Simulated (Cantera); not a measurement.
A closed system holds: 1 mol CuO, 29 mol H2, 0.86 mol N2, held at 1750 °C and 7.50 Torr.

Equilibrium computed with Cantera from the NASA thermochemical tables; the gas is ideal and each condensed phase is pure. Candidate condensed phases: Cu, CuO, Cu(OH)2, Cu2O, H2O; 27 gas species. Rates play no part.

Base state: H2 0.890, Cu 0.0321, H2O 0.0320, N2 0.0276, H 0.0179, OH 6.73e-5 (mole fractions); condensed: gas only.

Q: What changes in the equilibrium state with this change: temperature from 1750 °C to 552 °C?

A: 
```json
[
 {"species": "H2", "before": "0.890", "after": "0.938"},
 {"species": "H2O", "before": "0.0320", "after": "0.0335"},
 {"species": "N2", "before": "0.0276", "after": "0.0288"},
 {"species": "Cu", "before": "0.0321", "after": "<1e-9"},
 {"species": "H", "before": "0.0179", "after": "<1e-9"},
 {"species": "OH", "before": "6.73e-5", "after": "<1e-9"},
 {"species": "Cu(s), mol", "before": "0", "after": "1.00"}
]
```

Q: What changes in the equilibrium state with this change: pressure from 7.50 Torr to 39.8 Torr?

A: 
```json
[
 {"species": "H2", "before": "0.890", "after": "0.900"},
 {"species": "H2O", "before": "0.0320", "after": "0.0322"},
 {"species": "Cu", "before": "0.0321", "after": "0.0322"},
 {"species": "H", "before": "0.0179", "after": "0.00783"},
 {"species": "N2", "before": "0.0276", "after": "0.0278"},
 {"species": "Cu2", "before": "8.64e-6", "after": "4.61e-5"},
 {"species": "OH", "before": "6.73e-5", "after": "2.92e-5"}
]
```
